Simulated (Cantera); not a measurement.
An isothermal, constant-pressure homogeneous reactor starts with CH4 : N2 = 1 : 170 (molar parts), at 1425 K and 0.360 bar. Integrator tolerance rtol = 1e-08.

Model: GRI-Mech 3.0 (53 species, 325 reactions), integrated in Cantera. GRI-Mech 3.0 stops at C3 and has no aromatics, soot or wall deposition, so with more carbon than oxygen in the feed, carbon stays in small species such as C2H2 where larger ones or solid carbon would form.

Task: What does this change do: N2 170 to 1100 parts?

Result: 
| quantity | before | after |
|---|---|---|
| x(CH4) at 2.00 s | 0.00446 (gas-phase equilibrium 6.99e-6) | 0.000674 (gas-phase equilibrium 7.00e-8) |
| x(CH3) at 2.00 s | 1.28e-5 (gas-phase equilibrium 1.72e-8) | 5.73e-6 (gas-phase equilibrium 4.36e-10) |
| x(C2H) at 2.00 s | 1.06e-10 (gas-phase equilibrium 2.05e-11) | 5.29e-11 (gas-phase equilibrium 1.36e-12) |
| x(CH2) at 2.00 s | 1.28e-9 (gas-phase equilibrium 1.58e-12) | 1.54e-9 (gas-phase equilibrium <1e-12) |
| x(H2) at 2.00 s | 0.00197 (gas-phase equilibrium 0.00871) | 0.000323 (gas-phase equilibrium 0.00136) |
| x(C2H6) at 2.00 s | 7.09e-6 (gas-phase equilibrium 1.40e-11) | 1.48e-6 (gas-phase equilibrium <1e-12) |

Task: What does this change do: pressure from 0.360 bar to 2.55 Torr?

Result: 
```json
[
 {"quantity": "x(CH4) at 2.00 s", "before": "0.00446 (gas-phase equilibrium 6.99e-6)", "after": "0.00584 (gas-phase equilibrium 6.62e-8)"},
 {"quantity": "x(CH3) at 2.00 s", "before": "1.28e-5 (gas-phase equilibrium 1.72e-8)", "after": "5.22e-6 (gas-phase equilibrium 1.68e-9)"},
 {"quantity": "x(C2H) at 2.00 s", "before": "1.06e-10 (gas-phase equilibrium 2.05e-11)", "after": "<1e-12 (gas-phase equilibrium 2.12e-10)"},
 {"quantity": "x(CH2) at 2.00 s", "before": "1.28e-9 (gas-phase equilibrium 1.58e-12)", "after": "1.72e-10 (gas-phase equilibrium 1.58e-12)"},
 {"quantity": "x(H2) at 2.00 s", "before": "0.00197 (gas-phase equilibrium 0.00871)", "after": "2.97e-6 (gas-phase equilibrium 0.00872)"},
 {"quantity": "x(C2H6) at 2.00 s", "before": "7.09e-6 (gas-phase equilibrium 1.40e-11)", "after": "1.02e-8 (gas-phase equilibrium <1e-12)"}
]
```
Radical loss at walls, strong at low pressure, is not modelled.

Task: What does this change do: temperature 1425 to 1325 K?

Result: 
```tsv
quantity	before	after
x(CH4) at 2.00 s	0.00446 (gas-phase equilibrium 6.99e-6)	0.00576 (gas-phase equilibrium 2.76e-5)
x(CH3) at 2.00 s	1.28e-5 (gas-phase equilibrium 1.72e-8)	4.80e-6 (gas-phase equilibrium 1.60e-8)
x(C2H) at 2.00 s	1.06e-10 (gas-phase equilibrium 2.05e-11)	<1e-12 (gas-phase equilibrium 2.81e-12)
x(CH2) at 2.00 s	1.28e-9 (gas-phase equilibrium 1.58e-12)	1.24e-10 (gas-phase equilibrium <1e-12)
x(H2) at 2.00 s	0.00197 (gas-phase equilibrium 0.00871)	7.82e-5 (gas-phase equilibrium 0.00868)
x(C2H6) at 2.00 s	7.09e-6 (gas-phase equilibrium 1.40e-11)	1.15e-5 (gas-phase equilibrium 1.36e-10)
```
